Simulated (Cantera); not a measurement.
A closed system holds: 1 mol SiCl₄, 5.8 mol H₂O, held at 1427 °C and 1.33 mbar.

Equilibrium computed with Cantera from the NASA thermochemical tables; the gas is ideal and each condensed phase is pure. Candidate condensed phases: H₂O, Si, SiO₂; 30 gas species. The tables hold silica as quartz up to 1696 K and as liquid above; real silica turns to tridymite and cristobalite and melts near 1996 K. Equilibrium is a limit: real reactors are often held back by kinetics, nucleation or transport.

Base state: HCl 0.492, H₂O 0.480, Cl 0.0157, H₂ 0.00968, OH 0.00102, O₂ 0.000744, H 0.000397, O 3.34e-5 (mole fractions); condensed: SiO₂(condensed).

Question: What changes in the equilibrium state with this change: SiCl₄ replaced by TEOS?

Answer: 
| species | before | after |
|---|---|---|
| H₂ | 0.00968 | 0.642 |
| CO | 0 | 0.329 |
| SiO | 4.18e-6 | 0.0172 |
| HCl | 0.492 | 0 |
| H₂O | 0.480 | 0.00775 |
| Cl | 0.0157 | 0 |
| CO₂ | 0 | 0.00116 |
| O₂ | 0.000744 | <1e-9 |
| O | 3.34e-5 | 8.13e-9 |
| SiO₂(condensed), mol | 1.000 | 0.584 |
The feed counts by its element totals alone. Further candidate phases: C, C₆H₆, C₇H₈, C₈H₁₈, SiC.
